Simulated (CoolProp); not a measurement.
Vapour-liquid equilibrium of propane (1) + R236EA (2) at 0.415 MPa; x and y are mole fractions of (1).

Values from CoolProp's multi-fluid Helmholtz-energy mixture model, Lemmon 2009 and Rui 2013; pair parameters Bell 2016.

Q: Give the bubble temperature and the first vapour's composition at x = 0.15, 0.35, 0.95. Is there an azeotrope?

A: x = 0.15: 288.2 K, y = 0.672; x = 0.35: 275.2 K, y = 0.822; x = 0.95: 269.0 K, y = 0.959. No azeotrope shows between x = 0.05 and 0.95.

The pair parameters rest on a limited set of measurements; away from them the model extrapolates. With so large a gap from Raoult's law the liquid may split in two, which this calculation doesn't test in full.
